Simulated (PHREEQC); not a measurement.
NaOH is added in steps, without added water, to 1 kg of water holding 0.0068 mol/kgw Ag2SO4 and 0.0012 mol/kgw HNO3, at 25 °C. Oxygen is held at 0.21 atm. The system is closed to CO2. Precipitation was switched off in this run.

Base run: PHREEQC, ion-association model, wateq4f.dat. Each further column changes one thing. The table gives AgOH (mol/kgw).

```tsv
NaOH added (mol)	base	metal-ligand complexes left out	all activity coefficients set to 1	Debye-Hückel limiting law	Davies equation for every ion
0	1.38e-11	1.51e-11	1.54e-11	1.38e-11	1.40e-11
0.0002375	1.72e-11	[?]	1.93e-11	1.72e-11	1.75e-11
0.0005937	2.74e-11	3.01e-11	3.08e-11	2.74e-11	2.78e-11
0.0008312	4.51e-11	[?]	5.08e-11	4.51e-11	4.57e-11
0.001187	1.33e-9	1.47e-9	1.50e-9	1.33e-9	1.35e-9
0.001425	0.000108	[?]	0.000122	0.000106	0.000109
0.001781	0.000273	0.000281	0.000308	0.000267	0.000274
0.002019	0.000379	0.000390	0.000428	0.000371	0.000380
0.002375	0.000532	[?]	0.000600	0.000520	0.000533
0.002612	0.000630	[?]	0.000711	0.000616	0.000631
0.002969	0.000771	0.000793	0.000872	0.000755	0.000773
0.003206	0.000863	0.000887	0.000975	0.000844	0.000865
0.003563	0.000995	[?]	0.00113	0.000973	0.000997
0.0038	0.00108	[?]	0.00122	0.00106	0.00108
```

**Question.** Some entries are withheld; supply them.

**Answer.** 
- 0.0002375, metal-ligand complexes left out: 1.89e-11
- 0.0008312, metal-ligand complexes left out: 4.96e-11
- 0.001425, metal-ligand complexes left out: 0.000111
- 0.002375, metal-ligand complexes left out: 0.000547
- 0.002612, metal-ligand complexes left out: 0.000647
- 0.003563, metal-ligand complexes left out: 0.00102
- 0.0038, metal-ligand complexes left out: 0.00111

In at least one series the solution becomes supersaturated in solids that the run did not let form, among them Ag2O.
